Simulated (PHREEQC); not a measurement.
**Brine: speciation**

Dissolve 2.5 mol/kgw Na2CO3 and 0.034 mol/kgw NaHCO3 at 20 °C. Closed to the air; pH follows from the charge balance.

Model: Pitzer model, pitzer.dat, run in PHREEQC.

```
Item                        Value
-------------------  ------------
pH                          11.35
ionic strength       7.53 mol/kgw
activity of water           0.912
density               1.221 g/cm³
osmotic coefficient         0.678
total alkalinity      5030 meq/kg
```

```json
[
 {"species": "Na+", "molality": "5.03", "activity": "2.16", "log γ": "-0.368"},
 {"species": "CO3-2", "molality": "2.50", "activity": "0.0650", "log γ": "-1.585"},
 {"species": "HCO3-", "molality": "0.0353", "activity": "0.00715", "log γ": "-0.694"},
 {"species": "OH-", "molality": "0.00135", "activity": "0.00138", "log γ": "0.009"},
 {"species": "CO2", "molality": "3.54e-8", "activity": "8.33e-8", "log γ": "0.372"}
]
```

Precipitation was switched off in this run. In brines, pH and single-ion activities rest on the MacInnes convention.
